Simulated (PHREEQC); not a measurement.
Make-up at 35 °C: 0.19 mol CuCl2, 0.002 mol HCl and 0.11 mol Na2SO4 per kg of water. It is in equilibrium with CO2 at log p = 0 (atm). Otherwise closed; pH follows from the charge balance.

Computed with PHREEQC (ion-association model, phreeqc.dat).

```
quantity                  before   after
------------------------  ------  ------
pH                          3.10    3.55
ionic strength (mol/kgw)   0.618   0.616
Cl- (mol/kgw)              0.341   0.339
Na+ (mol/kgw)              0.209   0.209
Cu+2 (mol/kgw)             0.106   0.106
SO4-2 (mol/kgw)           0.0526  0.0530
SI of Halite (NaCl)        -3.07   -3.08
```

Q: Name the change that produced these shifts.
A) diluted 10-fold with water
B) HCl left out
C) diluted 5-fold with water
D) temperature from 35 to 45 °C

A: B, HCl left out

No solid was allowed to form.
